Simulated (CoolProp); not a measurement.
Vapour-liquid equilibrium of carbon dioxide (1) + propane (2) at 264.4 K; x and y are mole fractions of (1).

Values from CoolProp's multi-fluid Helmholtz-energy mixture model, Span 1996 and Lemmon 2009; pair parameters Kunz 2012.

```
x     bubble pressure, mixture model (MPa)  bubble pressure, Raoult's law (MPa)  y, mixture model  y, Raoult's law
----  ------------------------------------  -----------------------------------  ----------------  ---------------
0.05                                0.5587                               0.4790             0.357            0.286
0.15                                0.9594                               0.7174             0.635            0.574
0.25                                 1.324                               0.9559             0.744            0.718
0.35                                 1.626                                1.194             0.800            0.804
0.45                                 1.862                                1.433             0.834            0.862
0.55                                 2.048                                1.671             0.858            0.903
0.65                                 2.206                                1.910             0.879            0.934
0.75                                 2.355                                2.148             0.902            0.958
0.85                                 2.508                                2.387             0.931            0.977
0.95                                 2.666                                2.625             0.972            0.993
```

The largest gap from Raoult's law is +38.5 % in bubble pressure, at x = 0.25. No azeotrope shows between x = 0.05 and 0.95.

Pair parameters are fitted to limited data, so mixtures are less certain than the pure fluids.
